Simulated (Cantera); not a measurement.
Charge: 1 mol PbO, 2.5 mol CH4, 1.3 mol H2, equilibrated at 55.5 Torr.

Cantera equilibrium calculation (NASA polynomials, part measured and part estimated; ideal gas, pure solids and liquids). Candidate condensed phases: C, C6H6, C7H8, C8H18, H2O, Pb, PbO, PbO2, Pb3O4; 113 gas species. Equilibrium is a limit: real reactors are often held back by kinetics, nucleation or transport.

x: gas mole fraction; n: condensed amount in mol.

```
T (K)   x H2   x CO     x Pb     x CH4       x H     x H2O  n C(graphite)  n Pb(l)
-----  -----  -----  -------  --------  --------  --------  -------------  -------
1150   0.858  0.136  0.00392   0.00128   2.54e-7  0.000406           1.49    0.971
1200   0.855  0.136  0.00869  0.000854   6.71e-7  0.000223           1.50    0.936
1250   0.847  0.134   0.0181  0.000583   1.64e-6  0.000127           1.50    0.866
1300   0.832  0.132   0.0355  0.000403   3.71e-6   7.41e-5           1.50    0.732
1350   0.806  0.128   0.0661  0.000277   7.86e-6   4.37e-5           1.50    0.483
1400   0.761  0.121    0.118  0.000185   1.56e-5   2.54e-5           1.50   0.0254
1450   0.759  0.120    0.120  0.000141   3.03e-5   1.69e-5           1.50        0
1500   0.759  0.120    0.120       [?]       [?]       [?]           1.50        0
1550   0.759  0.120    0.120   8.66e-5  0.000101   8.20e-6           1.50        0
1600   0.759  0.120    0.120       [?]       [?]       [?]           1.50        0
1650   0.759  0.120    0.120   5.66e-5  0.000291   4.35e-6           1.50        0
1700   0.759  0.120    0.120   4.66e-5  0.000472   3.26e-6           1.50        0
1750   0.758  0.120    0.120   3.89e-5  0.000744   2.49e-6           1.50        0
```

Problem. Complete the blanks.

Solution. 
- 1500, x CH4: 0.000110
- 1500, x H: 5.64e-5
- 1500, x H2O: 1.16e-5
- 1600, x CH4: 6.96e-5
- 1600, x H: 0.000174
- 1600, x H2O: 5.91e-6
